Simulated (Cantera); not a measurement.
# Adiabatic ignition

An adiabatic, constant-pressure homogeneous reactor starts with CH₄ : O₂ : N₂ : CO₂ = 1 : 5.13 : 19.3 : 1.7 (molar parts), at 1600 K and 1.00 atm.

Computed with Cantera and GRI-Mech 3.0 (53 species, 325 reactions).

```tsv
t (s)	T (K)	x CH₄	x O₂	x CO₂	x CH₃	x N₂O	x OH	x C₂H₄
1.00e-6	1600	0.0369	0.189	0.0627	1.99e-7	<1e-12	2.17e-8	<1e-12
2.55e-6	1600	0.0369	0.189	0.0627	6.23e-7	<1e-12	5.21e-8	<1e-12
6.52e-6	1600	0.0369	0.189	0.0627	1.89e-6	3.60e-12	7.44e-8	1.87e-11
1.66e-5	1600	0.0369	0.189	0.0627	5.52e-6	1.65e-11	1.16e-7	5.12e-10
4.25e-5	1600	0.0368	0.189	0.0627	1.75e-5	8.65e-11	2.54e-7	1.34e-8
0.000108	1600	0.0367	0.189	0.0627	7.17e-5	4.65e-10	9.29e-7	5.01e-7
0.000277	1604	0.0353	0.188	0.0626	0.000511	3.36e-9	1.21e-5	5.67e-5
0.000707	2200	<1e-12	0.115	0.0890	<1e-12	5.53e-7	0.00824	<1e-12
0.00181	2288	<1e-12	0.115	0.0956	<1e-12	5.31e-7	0.00535	<1e-12
0.00461	2292	<1e-12	0.114	0.0960	<1e-12	5.14e-7	0.00512	<1e-12
0.0118	2291	<1e-12	0.114	0.0960	<1e-12	5.14e-7	0.00510	<1e-12
0.0300	2288	<1e-12	0.113	0.0961	<1e-12	5.13e-7	0.00504	<1e-12
0.0767	2283	<1e-12	0.112	0.0961	<1e-12	5.18e-7	0.00494	<1e-12
0.196	2277	<1e-12	0.110	0.0962	<1e-12	5.31e-7	0.00481	<1e-12
0.500	2275	<1e-12	0.110	0.0963	<1e-12	5.38e-7	0.00476	<1e-12
```
x: mole fraction; the columns are a selection and need not sum to one.

```
Property                                                          Result
---------------------------------  -------------------------------------
time of steepest temperature rise                               0.415 ms
temperature at 0.500 s                                            2275 K
equilibrium temperature                                           2275 K
x(CH₄) at 0.500 s                  <1e-12 (gas-phase equilibrium <1e-12)
x(O₂) at 0.500 s                     0.110 (gas-phase equilibrium 0.110)
x(CO₂) at 0.500 s                  0.0963 (gas-phase equilibrium 0.0963)
```
